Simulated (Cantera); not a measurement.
**Thermodynamics of carbon deposition, reforming and gasification, feed C2H5OH + NH3 + H2**

Charge: 1 mol C2H5OH, 0.011 mol NH3, 2 mol H2.

Equilibrium computed with Cantera from the NASA thermochemical tables; the gas is ideal and each condensed phase is pure. Candidate condensed phases: C, C6H6, C7H8, C8H18, H2O; 136 gas species. The ideal-gas law is rough above about 30 bar. Rates play no part.

Task: Map the stable condensed phases over T = 2298, 2373, 2448, 2523, 2598, 2673, 2748, 2823, 2898 K and P in Pa = 10, 72, 520, 3700, 27000, 190000, 1400000, 10000000.

Result: 
```
T in K \ P in Pa
               10       72      520     3700    27000   190000  1400000 10000000
   2898         A        A        B        B        B        B        B        B
   2823         A        A        B        B        B        B        B        B
   2748         A        B        B        B        B        B        B        B
   2673         A        B        B        B        B        B        B        B
   2598         B        B        B        B        B        B        B        B
   2523         B        B        B        B        B        B        B        B
   2448         B        B        B        B        B        B        B        B
   2373         B        B        B        B        B        B        B        B
   2298         B        B        B        B        B        B        B        B
```
A: gas only; B: C.
